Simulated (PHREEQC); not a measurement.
Solution (20 °C): 0.00092 mol H2SeO3 and 0.0011 mol H2SO4 per kg of water. Closed to the air; pH follows from the charge balance.

Computed with PHREEQC (ion-association model, wateq4f.dat).

```
quantity                    before     after
------------------------  --------  --------
pH                            2.63      3.54
ionic strength (mol/kgw)   0.00340  0.000404
SO4-2 (mol/kgw)           0.000942  0.000107
H2SeO3 (mol/kgw)          0.000506   1.27e-5
HSeO3- (mol/kgw)          0.000414   7.93e-5
HSO4- (mol/kgw)           0.000158   2.55e-6
```

**Question.** What was changed between the two runs?
(A) H2SeO3 replaced by Na2SeO3 at the same molality
(B) diluted 5-fold with water
(C) H2SO4 from 0.0011 to 0.00022 mol/kgw
(D) diluted 10-fold with water

**Answer.** D, diluted 10-fold with water

No solid was allowed to form.
